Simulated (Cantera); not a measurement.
Thermodynamics of chemical vapour transport, feed Fe₃O₄ + HCl + H₂

Input: 1 mol Fe₃O₄, a varied amount of HCl, 0.034 mol H₂, at 1327 °C and 15.0 mbar.

These are equilibrium values from Cantera (NASA tables, ideal gas, pure condensed phases), not measurements of a reactor. Candidate condensed phases: Fe, FeCl₂, FeCl₃, FeO, Fe(OH)₂, Fe(OH)₃, Fe₂O₃, Fe₃O₄, H₂O; 22 gas species. Mutual solubility and eutectic melting of coexisting phases are not modelled. The tables' stoichiometric FeO is somewhat more stable than real wüstite, so its field is too wide. FeO: taken at fixed stoichiometry. Rates play no part.

| n(HCl) (mol) | x HCl | x H₂O | x FeCl₂ | x Cl | x O₂ | n FeO(s) | n Fe₃O₄(s) |
|---|---|---|---|---|---|---|---|
| 0.25 | 0.431 | 0.338 | 0.223 | 0.00204 | 1.10e-5 | 0.0348 | 0.967 |
| 0.49 | 0.512 | 0.274 | 0.206 | 0.00694 | 0.000490 | 0 | 0.964 |
| 0.72 | 0.553 | 0.239 | 0.187 | 0.0144 | 0.00505 | 0 | 0.952 |
| 0.95 | 0.561 | 0.227 | 0.183 | 0.0173 | 0.00900 | 0 | 0.938 |
| 1.2 | 0.564 | 0.221 | 0.183 | 0.0189 | 0.0119 | 0 | 0.923 |
| 1.4 | 0.565 | 0.217 | 0.182 | 0.0197 | 0.0135 | 0 | 0.910 |
| 1.6 | 0.566 | 0.215 | 0.182 | 0.0203 | 0.0148 | 0 | 0.898 |
| 1.9 | 0.567 | 0.212 | 0.182 | 0.0210 | 0.0162 | 0 | 0.879 |
x: gas mole fraction; n: condensed amount in mol.

At 0.25 mol HCl the condensed part is FeO(s) + Fe₃O₄(s). From 0.49 mol HCl to 1.9 mol HCl the condensed part is Fe₃O₄(s). The main Fe-bearing gas is FeCl₂ throughout. The share of Fe in condensed phases is highest at 0.25 mol HCl (97.9 %) and lowest at 1.9 mol HCl (87.9 %).
